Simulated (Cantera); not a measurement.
A closed system holds: 1 mol V₂O₃, 1400 mol H₂, 0.26 mol H₂O, at 0.240 bar.

These are equilibrium values from Cantera (NASA tables, ideal gas, pure condensed phases), not measurements of a reactor. Candidate condensed phases: H₂O, V, VO, V₂O₃, V₂O₄, V₂O₅; 12 gas species. Mutual solubility and eutectic melting of coexisting phases are not modelled. VO: taken at fixed stoichiometry. Condensed phases not in the tables: the oxides between V₂O₃ and V₂O₅ other than VO₂. Rates play no part.

x: gas mole fraction; n: condensed amount in mol.

| T (°C) | x H₂ | x H | x H₂O | x VO | n V₂O₃(s) | n VO(s) |
|---|---|---|---|---|---|---|
| 500 | 1.000 | 1.85e-12 | 0.000186 | <1e-12 | 1.00 | 0 |
| 600 | 1.000 | 9.55e-11 | 0.000186 | <1e-12 | 1.00 | 0 |
| 700 | 1.000 | 2.21e-9 | 0.000186 | <1e-12 | 1.00 | 0 |
| 800 | 1.000 | 2.86e-8 | 0.000186 | <1e-12 | 1.00 | 0 |
| 900 | 1.000 | 2.41e-7 | 0.000354 | <1e-12 | 0.764 | 0.471 |
| 1000 | 0.999 | 1.46e-6 | 0.000822 | <1e-12 | 0.109 | 1.78 |
| 1100 | 0.999 | 6.79e-6 | 0.000900 | 4.23e-12 | 0 | 2.00 |
| 1200 | 0.999 | 2.58e-5 | 0.000900 | 1.01e-10 | 0 | 2.00 |
| 1300 | 0.999 | 8.30e-5 | 0.000900 | 1.59e-9 | 0 | 2.00 |
| 1400 | 0.999 | [?] | 0.000900 | [?] | 0 | 2.00 |
| 1500 | 0.999 | [?] | 0.000899 | [?] | 0 | 2.00 |
| 1600 | 0.998 | 0.00132 | 0.000899 | 9.84e-7 | 0 | 2.00 |

Problem. Fill in the missing entries.

Solution. 
- 1400, x H: 0.000232
- 1400, x VO: 1.78e-8
- 1500, x H: 0.000580
- 1500, x VO: 1.49e-7
